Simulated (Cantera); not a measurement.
# Stirred combustor or abatement burner

A perfectly stirred reactor is fed with 9.54 % CH4, 0.487 % C2H6, 18.9 % O2, 71.1 % N2, equivalence ratio 1.1, at 0.286 atm; it is adiabatic with a 475 K inlet, and is followed from long to short residence time, starting on the burning branch (τ in s: 0.058, 0.024, 0.0098, 0.004, 0.0017, 0.00068, 0.00028, 0.00011, 4.7e-05, 1.9e-05, 7.9e-06, 3.2e-06).

Model: GRI-Mech 3.0 (53 species, 325 reactions), integrated in Cantera.

```json
[
 {"τ (s)": "0.058", "T (K)": "2207", "x CH4": "7.98e-6", "x C2H6": "6.39e-8", "x O2": "0.00524", "x H2O2": "3.13e-8", "x N2O": "3.44e-8"},
 {"τ (s)": "0.024", "T (K)": "2161", "x CH4": "1.50e-5", "x C2H6": "1.46e-7", "x O2": "0.00707", "x H2O2": "3.88e-8", "x N2O": "2.94e-8"},
 {"τ (s)": "0.0098", "T (K)": "2104", "x CH4": "2.94e-5", "x C2H6": "3.31e-7", "x O2": "0.00925", "x H2O2": "5.01e-8", "x N2O": "2.54e-8"},
 {"τ (s)": "0.0040", "T (K)": "2042", "x CH4": "6.12e-5", "x C2H6": "7.50e-7", "x O2": "0.0116", "x H2O2": "6.60e-8", "x N2O": "2.29e-8"},
 {"τ (s)": "0.0017", "T (K)": "1985", "x CH4": "0.000132", "x C2H6": "1.68e-6", "x O2": "0.0139", "x H2O2": "8.49e-8", "x N2O": "2.17e-8"},
 {"τ (s)": "0.00068", "T (K)": "1930", "x CH4": "0.000327", "x C2H6": "4.26e-6", "x O2": "0.0169", "x H2O2": "1.08e-7", "x N2O": "2.08e-8"},
 {"τ (s)": "0.00028", "T (K)": "1870", "x CH4": "0.000936", "x C2H6": "1.23e-5", "x O2": "0.0227", "x H2O2": "1.41e-7", "x N2O": "1.98e-8"},
 {"τ (s)": "0.00011", "T (K)": "475", "x CH4": "0.0954", "x C2H6": "0.00487", "x O2": "0.189", "x H2O2": "<1e-12", "x N2O": "<1e-12"},
 {"τ (s)": "4.7e-5", "T (K)": "475", "x CH4": "0.0954", "x C2H6": "0.00487", "x O2": "0.189", "x H2O2": "<1e-12", "x N2O": "<1e-12"},
 {"τ (s)": "1.9e-5", "T (K)": "475", "x CH4": "0.0954", "x C2H6": "0.00487", "x O2": "0.189", "x H2O2": "<1e-12", "x N2O": "<1e-12"},
 {"τ (s)": "7.9e-6", "T (K)": "475", "x CH4": "0.0954", "x C2H6": "0.00487", "x O2": "0.189", "x H2O2": "<1e-12", "x N2O": "<1e-12"},
 {"τ (s)": "3.2e-6", "T (K)": "475", "x CH4": "0.0954", "x C2H6": "0.00487", "x O2": "0.189", "x H2O2": "<1e-12", "x N2O": "<1e-12"}
]
```
x: mole fraction; the columns are a selection and need not sum to one.
